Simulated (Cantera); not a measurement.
Charge: 1 mol Si, 6.5 mol NF3, 0.98 mol H2, 1.1 mol SF6, at 1.33 mbar.

These are equilibrium values from Cantera (NASA tables, ideal gas, pure condensed phases), not measurements of a reactor. Candidate condensed phases: S, Si, Si3N4; 52 gas species. The numbers say what is thermodynamically allowed, not how fast it happens. All values below are at 750 K.

Base state: F2 0.420, N2 0.220, HF 0.136, SF6 0.0766, SiF4 0.0696, F 0.0650, NF3 0.0128 (mole fractions); condensed: gas only.

Task: What changes in the equilibrium state with this change: H2 from 0.98 to 3 mol?

Result: 
```tsv
species	before	after
HF	0.136	0.365
F2	0.420	0.255
N2	0.220	0.195
NF3	0.0128	0.00571
F	0.0650	0.0507
SF6	0.0766	0.0670
SiF4	0.0696	0.0609
```
